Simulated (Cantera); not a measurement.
Equilibrium for aluminium nitride and oxide growth: AlCl3 + NH3 + H2

Feed: 1 mol AlCl3, 4.3 mol NH3, 3.1 mol H2, equilibrated at 600 K.

Cantera equilibrium calculation (NASA polynomials, part measured and part estimated; ideal gas, pure solids and liquids). Candidate condensed phases: Al, AlCl3, AlN, NH4Cl; 20 gas species. Kinetics and transport are ignored.

From 10.0 Pa to 1.00 bar the condensed part is AlN(s). The main Al-bearing gas is AlCl3 at 10.0 Pa and Al2Cl6 at 1.00 bar. The share of Al in condensed phases is highest at 10.0 Pa (55.1 %) and lowest at 1.00 bar (27.9 %).

| P (Pa) | log p H2 | log p N2 | log p HCl | log p AlCl3 | log p Al2Cl6 | log p NH3 | n AlN(s) |
|---|---|---|---|---|---|---|---|
| 10 | -4.16 | -4.83 | -4.89 | -5.46 | -7.77 | -10.04 | 0.551 |
| 28 | -3.72 | -4.38 | -4.44 | -5.01 | -6.89 | -9.15 | 0.549 |
| 77 | -3.28 | -3.94 | -4.00 | -4.59 | -6.03 | -8.27 | 0.544 |
| 220 | -2.82 | -3.48 | -3.56 | -4.16 | -5.19 | -7.35 | 0.531 |
| 600 | -2.38 | -3.05 | -3.14 | -3.79 | -4.44 | -6.47 | 0.507 |
| 1700 | -1.92 | -2.59 | -2.72 | -3.44 | -3.75 | -5.56 | 0.469 |
| 4600 | -1.48 | -2.15 | -2.33 | -3.15 | -3.15 | -4.68 | 0.424 |
| 13000 | -1.03 | -1.69 | -1.93 | -2.86 | -2.59 | -3.77 | 0.374 |
| 36000 | -0.58 | -1.24 | -1.55 | -2.60 | -2.07 | -2.87 | 0.326 |
| 100000 | -0.14 | -0.80 | -1.17 | -2.35 | -1.56 | -1.98 | 0.279 |
log p: log10 of the partial pressure in bar; n: condensed amount in mol.
